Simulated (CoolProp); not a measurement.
A Linde-Hampson liquefier for methane: isothermal reversible compression at 250 K from 1 atm to 15 MPa, throttling to 1 atm, return gas leaving the recuperator 0 K below the feed. Each further row changes one setting.

Values from CoolProp's reference Helmholtz-energy equation of state, Setzmann 1991.

```json
[
 {"case": "as stated", "liquid yield per pass": "___", "compression work (kJ/kg of gas)": "588"},
 {"case": "high pressure 30 MPa", "liquid yield per pass": "0.353", "compression work (kJ/kg of gas)": "___"},
 {"case": "warm-end temperature 280 K", "liquid yield per pass": "___", "compression work (kJ/kg of gas)": "___"},
 {"case": "warm-end gap 5 K", "liquid yield per pass": "___", "compression work (kJ/kg of gas)": "588"}
]
```

**Question.** Fill in the missing entries.

**Answer.** 
- as stated, liquid yield per pass: 0.285
- high pressure 30 MPa, compression work (kJ/kg of gas): 653
- warm-end temperature 280 K, liquid yield per pass: 0.196
- warm-end temperature 280 K, compression work (kJ/kg of gas): 682
- warm-end gap 5 K, liquid yield per pass: 0.275
